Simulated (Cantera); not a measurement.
Input (Python, Cantera):

```python
import numpy as np
import cantera as ct

gas = ct.Solution("gri30.yaml")


def delay(T, t_max=10):
    gas.TPX = T, 62000, {'CH4': 1, 'O2': 3.51, 'N2': 13.2}
    reactor = ct.IdealGasConstPressureReactor(gas, clone=False)
    net = ct.ReactorNet([reactor])
    net.rtol, net.atol = 1e-8, 1e-16
    while net.time < t_max:
        t_old, T_old = net.time, reactor.T
        net.step()
        if reactor.T > T + 400:  # ignition: a rise of 400 K
            return t_old + (T + 400 - T_old) / (reactor.T - T_old) * (net.time - t_old)
    return np.nan


taus = []
for T in [1048, 1123, 1198, 1273, 1348, 1423]:
    taus.append(delay(T))
    print(f"T0 = {T:6g} K   tau = {taus[-1]:.4e} s")
```

It prints:

```
T0 =   1048 K   tau = 5.7549e-01 s
T0 =   1123 K   tau = 1.6456e-01 s
T0 =   1198 K   tau = 5.1997e-02 s
T0 =   1273 K   tau = 1.8127e-02 s
T0 =   1348 K   tau = 6.9908e-03 s
T0 =   1423 K   tau = 3.0035e-03 s
```

Model: GRI-Mech 3.0 (53 species, 325 reactions), integrated in Cantera.
